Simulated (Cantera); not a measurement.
Input: 1 mol C₆H₆, 3 mol H₂O, 0.36 mol H₂, at 0.100 bar.

Equilibrium computed with Cantera from the NASA thermochemical tables; the gas is ideal and each condensed phase is pure. Candidate condensed phases: C, C₆H₆, C₇H₈, C₈H₁₈, H₂O; 110 gas species. The numbers say what is thermodynamically allowed, not how fast it happens.

### Question
At 2648 K, list the 5 most abundant gas species with their mole fractions, and the condensed phases.

### Answer
H₂ 0.574, CO 0.303, H 0.111, C₂H₂ (acetylene) 0.0112, C₂H 0.000209. Condensed: C(graphite).
